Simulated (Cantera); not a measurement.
## Hydrocarbon pyrolysis for carbon deposition

An isothermal, constant-pressure homogeneous reactor starts with CH₄ : N₂ = 1 : 1.6 (molar parts), at 1700 K and 12.0 Pa.

Model: GRI-Mech 3.0 (53 species, 325 reactions), integrated in Cantera. GRI-Mech 3.0 stops at C3 and has no aromatics, soot or wall deposition, so with more carbon than oxygen in the feed, carbon stays in small species such as C2H2 where larger ones or solid carbon would form. Radical loss at walls, strong at low pressure, is not modelled.

```tsv
t (s)	x CH₄	x H₂	x CH₃	x C₂H	x C₂H₆	x H
6.00e-6	0.385	2.47e-11	5.39e-9	<1e-12	<1e-12	5.34e-9
2.27e-5	0.385	3.41e-10	2.07e-8	<1e-12	<1e-12	2.00e-8
8.62e-5	0.385	4.75e-9	8.18e-8	<1e-12	<1e-12	7.23e-8
0.000327	0.385	6.10e-8	3.53e-7	<1e-12	<1e-12	2.31e-7
0.00124	0.385	6.02e-7	1.71e-6	<1e-12	<1e-12	5.05e-7
0.00469	0.385	3.60e-6	7.80e-6	<1e-12	<1e-12	5.99e-7
0.0178	0.385	1.53e-5	3.12e-5	<1e-12	3.16e-11	6.01e-7
0.0674	0.384	6.00e-5	0.000120	<1e-12	1.94e-9	6.10e-7
0.256	0.384	0.000246	0.000456	<1e-12	6.64e-8	7.58e-7
0.969	0.381	0.00190	0.00172	3.11e-10	1.33e-6	3.13e-6
3.67	0.323	0.0548	0.00530	6.05e-8	2.10e-5	6.93e-5
13.9	0.0937	0.311	0.00277	8.61e-7	1.08e-5	0.000472
52.8	0.0191	0.395	0.000769	1.47e-6	7.47e-7	0.000791
200	0.00157	0.413	0.000151	3.67e-6	1.36e-8	0.00197
```
x: mole fraction; the columns are a selection and need not sum to one.

Equilibrium at this temperature and pressure: CH₄ 1.17e-6, H₂ 0.411, CH₃ 5.02e-7, C₂H 1.01e-5, C₂H₆ <1e-12, H 0.00868 (gas phase only).
